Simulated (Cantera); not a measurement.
Feed: 1 mol HMDSO, 0.059 mol O2, equilibrated at 39.0 mbar.

Cantera equilibrium calculation (NASA polynomials, part measured and part estimated; ideal gas, pure solids and liquids). Candidate condensed phases: C, C6H6, C7H8, C8H18, H2O, Si, SiC, SiO2; 123 gas species. The feed counts by its element totals alone. Mutual solubility and eutectic melting of coexisting phases are not modelled. The tables hold silica as quartz up to 1696 K and as liquid above; real silica turns to tridymite and cristobalite and melts near 1996 K. Kinetics and transport are ignored. All values below are at 1400 K.

Base state: H2 0.896, CO 0.104, CH4 0.000135, SiO 0.000130, H 2.33e-5, H2O 1.35e-5 (mole fractions); condensed: C(graphite) + SiC(s) + SiO2(β-quartz).

Q: What changes in the equilibrium state with this change: pressure from 39.0 mbar to 0.100 bar?

A: 
```
species                before     after
-------------------  --------  --------
H2                      0.896     0.959
CO                      0.104    0.0406
CH4                  0.000135  0.000397
SiO                  0.000130   5.08e-5
H                     2.33e-5   1.51e-5
H2O                   1.35e-5   1.45e-5
C(graphite), mol         2.99      3.98
SiC(s), mol              1.96      1.63
SiO2(β-quartz), mol    0.0352     0.368
```
